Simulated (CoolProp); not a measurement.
The fluid at 293.15 K and 0.241 MPa (gas) is heated at constant pressure to 306.2 K. The same conditions are run with several fluids, on thermodynamics alone (safety and materials aside).

Values from CoolProp's reference Helmholtz-energy equation of state of each fluid (chloromethane (R40): Thol 2014; hydrogen chloride: Thol 2018; C2F6 (R116): Lemmon 2006; R115: Lemmon 2016; cyclopropane: Polt 1992). The equations of Platzer and Polt are older, rougher fits.

Question: Rank chloromethane (R40), hydrogen chloride, C2F6 (R116), R115, cyclopropane by heat (kJ/kg), highest first.

Answer: cyclopropane (18.4), chloromethane (R40) (11.6), hydrogen chloride (10.8), C2F6 (R116) (10.2), R115 (9.58)

| fluid | final density (kg/m³) |
|---|---|
| chloromethane (R40) | 4.97 |
| hydrogen chloride | 3.50 |
| C2F6 (R116) | 13.4 |
| R115 | 15.3 |
| cyclopropane | 4.13 |
